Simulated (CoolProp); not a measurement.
Computed with CoolProp (reference Helmholtz-energy equation of state, Schroeder 2014).

Question: Give the vapour pressure (bar), liquid density (kg/m³), vapour density (kg/m³), enthalpy of vaporisation (kJ/kg) of saturated ethanol at 50.55 °C.

Answer: 
| T (°C) | p (bar) | liquid density (kg/m³) | vapour density (kg/m³) | enthalpy of vaporisation (kJ/kg) |
|---|---|---|---|---|
| 50.55 | 0.302 | 763 | 0.524 | 890 |
